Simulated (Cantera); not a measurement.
Input: 1 mol borazine, 0.74 mol H₂O, 0.47 mol H₂, equilibrated at 1502 °C and 1000 Pa.

Method: chemical equilibrium by Gibbs-energy minimisation in Cantera with the NASA 1993 tables (ideal gas, pure condensed phases). Candidate condensed phases: B, BN, B₂O₃, B₃O₃H₃, H₂O; 39 gas species. The feed counts by its element totals alone. Rates play no part.

Base state: H₂ 0.830, N₂ 0.0661, HBO 0.0605, B₂O₂ 0.0175, B₂O₃ 0.0135, HBO₂ 0.00609, BO 0.00352, H 0.00264 (mole fractions); condensed: BN(s).

Problem. What changes in the equilibrium state with this change: temperature from 1502 °C to 1150 °C?

Solution. 
| species | before | after |
|---|---|---|
| H₂ | 0.830 | 0.940 |
| N₂ | 0.0661 | 0.0548 |
| HBO₂ | 0.00609 | 0.00293 |
| HBO | 0.0605 | 0.00147 |
| B₂O₂ | 0.0175 | 2.13e-5 |
| B₂O₃ | 0.0135 | 0.000410 |
| BO | 0.00352 | 2.95e-6 |
| H | 0.00264 | 6.44e-5 |
| H₂O | 0.000193 | 0.000619 |
| BN(s), mol | 2.36 | 2.51 |
| B₂O₃(l), mol | 0 | 0.233 |
Mutual solubility and eutectic melting of coexisting phases are not modelled.

Problem. What changes in the equilibrium state with this change: H₂ from 0.47 to 6.2 mol?

Solution. 
| species | before | after |
|---|---|---|
| H₂ | 0.830 | 0.910 |
| HBO | 0.0605 | 0.0409 |
| N₂ | 0.0661 | 0.0325 |
| B₂O₃ | 0.0135 | 0.00256 |
| B₂O₂ | 0.0175 | 0.00734 |
| HBO₂ | 0.00609 | 0.00187 |
| H₂O | 0.000193 | 9.57e-5 |
| BO | 0.00352 | 0.00228 |
| BN(s), mol | 2.36 | 2.31 |

Problem. What changes in the equilibrium state with this change: temperature from 1502 °C to 952 °C?

Solution. 
| species | before | after |
|---|---|---|
| H₂ | 0.830 | 0.944 |
| N₂ | 0.0661 | 0.0551 |
| H₂O | 0.000193 | 0.000682 |
| HBO | 0.0605 | 2.86e-5 |
| B₂O₂ | 0.0175 | 1.62e-8 |
| B₂O₃ | 0.0135 | 2.05e-6 |
| HBO₂ | 0.00609 | 0.000308 |
| BO | 0.00352 | 3.82e-9 |
| H | 0.00264 | 3.03e-6 |
| BN(s), mol | 2.36 | 2.51 |
| B₂O₃(l), mol | 0 | 0.245 |
Mutual solubility and eutectic melting of coexisting phases are not modelled.
